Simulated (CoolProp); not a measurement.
Values from CoolProp's reference Helmholtz-energy equation of state, Thol 2019.

**Question.** Give the vapour pressure (bar), vapour density (kg/m³) of saturated dodecamethylpentasiloxane (MD3M) at 251.35, 310.25 °C.

**Answer.** 
```csv
T (°C),p (bar),vapour density (kg/m³)
251.35,1.62,16.8
310.25,4.78,57.0
```
